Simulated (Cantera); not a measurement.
Feed: 1 mol CH2F2, 1.7 mol F2, a varied amount of H2, at 3448.15 K and 13.5 Torr.

Cantera equilibrium calculation (NASA polynomials, part measured and part estimated; ideal gas, pure solids and liquids). Candidate condensed phases: C, C6H6, C7H8, C8H18; 95 gas species. Equilibrium is a limit: real reactors are often held back by kinetics, nucleation or transport.

**Question.** At 2.9 mol H2, list the 5 most abundant gas species with their mole fractions, and the condensed phases.

**Answer.** H 0.399, HF 0.357, F 0.171, C 0.0274, C3 0.0149. Condensed: gas only.
